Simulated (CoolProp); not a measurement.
Vapour-liquid equilibrium of hydrogen sulfide (1) + n-pentane (2) at 301.3 K; x and y are mole fractions of (1).

Model: multi-fluid Helmholtz-energy mixture model, Lemmon 2006 and Thol 2019; pair parameters Kunz 2012, in CoolProp.

Q: Give the bubble pressure and the first vapour's composition at x = 0.2, 0.35, 0.8. Is there an azeotrope?

A: x = 0.2: 0.6051 MPa, y = 0.882; x = 0.35: 0.9897 MPa, y = 0.933; x = 0.8: 1.750 MPa, y = 0.977. No azeotrope shows between x = 0.05 and 0.95.

The pair parameters rest on a limited set of measurements; away from them the model extrapolates. The gap from Raoult's law changes sign with composition, which may be real or a fault of the pair parameters; it wasn't checked against measurements.
